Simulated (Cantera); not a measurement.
A closed system holds: 1 mol CuO, 1.6 mol CO, at 360000 Pa.

Equilibrium computed with Cantera from the NASA thermochemical tables; the gas is ideal and each condensed phase is pure. Candidate condensed phases: C, Cu, CuO, Cu2O; 15 gas species. The numbers say what is thermodynamically allowed, not how fast it happens. All values below are at 1550 K.

Base state: CO2 0.625, CO 0.375 (mole fractions); condensed: Cu(l).

Task: What changes in the equilibrium state with this change: pressure from 360000 Pa to 470 Pa?

Result: 
```csv
species,before,after
CO2,0.625,0.623
CO,0.375,0.374
Cu,5.16e-6,0.00395
"Cu(l), mol",1.000,0.994
```
